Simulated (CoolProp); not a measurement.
Vapour-liquid equilibrium of ethylbenzene (1) + o-xylene (2) at 371.6 K; x and y are mole fractions of (1).

The numbers come from the multi-fluid Helmholtz-energy mixture model, Zhou 2012 and Zhou 2012; pair parameters Bell 2016 in CoolProp.

```tsv
x	bubble pressure (MPa)	y at the bubble point	dew pressure at overall composition x (MPa)	liquid density (mol/L)
0.05	___	0.064	0.02540	___
0.2	___	0.247	0.02636	7.616
0.35	0.02791	0.415	0.02742	7.591
0.5	___	0.567	0.02857	7.568
0.65	0.03025	___	0.02979	7.546
0.8	___	___	0.03103	7.526
0.95	___	0.959	0.03219	7.508
```

Task: Fill in the missing entries.

Result: 
- 0.05, bubble pressure (MPa): 0.02549
- 0.05, liquid density (mol/L): 7.643
- 0.2, bubble pressure (MPa): 0.02668
- 0.5, bubble pressure (MPa): 0.02911
- 0.65, y at the bubble point: 0.706
- 0.8, bubble pressure (MPa): 0.03130
- 0.8, y at the bubble point: 0.834
- 0.95, bubble pressure (MPa): 0.03225

No azeotrope shows between x = 0.05 and 0.95.

The pair parameters rest on a limited set of measurements; away from them the model extrapolates.
